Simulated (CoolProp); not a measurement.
Saturated liquid density (kg/m³) of isopentane: the reference equation beside estimates from Tc = 460.3 K, pc = 3.378 MPa, ω = 0.227. Rackett uses Z = 0.29056 − 0.08775 ω.

Model: reference Helmholtz-energy equation of state, Lemmon 2006, in CoolProp. It is a short technical equation, of lower accuracy than the large ones.

| T (K) | reference | Rackett | van der Waals | Soave-Redlich-Kwong | Peng-Robinson |
|---|---|---|---|---|---|
| 218.7 | 690.4 | 698.0 | 423.2 | 638.7 | 718.1 |
| 230.6 | 679.5 | 687.2 | 417.3 | 630.2 | 709.1 |
| 242.6 | 668.5 | 676.1 | 411.1 | 621.2 | 699.5 |
| 254.6 | 657.4 | 664.7 | [?] | 611.6 | 689.3 |
| 266.5 | 646.1 | 653.2 | 398.1 | 601.6 | 678.5 |
| 278.5 | 634.5 | 641.2 | 391.2 | 590.8 | 667.0 |
| 290.5 | 622.7 | 628.9 | 384.0 | 579.4 | 654.7 |
| 302.4 | 610.6 | 616.4 | 376.6 | 567.4 | 641.7 |
| 314.4 | 598.1 | 603.2 | [?] | 554.5 | 627.6 |
| 326.4 | 585.0 | 589.7 | 360.6 | 540.7 | 612.5 |
| 338.3 | 571.6 | 575.6 | 352.0 | 526.1 | [?] |

Q: Fill in the missing entries.

A: 
- 254.6, van der Waals: 404.7
- 314.4, van der Waals: 368.8
- 338.3, Peng-Robinson: 596.3

Absolute difference from the reference over all 11 rows, mean and median: Rackett 1.0 and 1.1 %, van der Waals 38.4 and 38.4 %, Soave-Redlich-Kwong 7.2 and 7.1 %, Peng-Robinson 4.7 and 4.9 %.
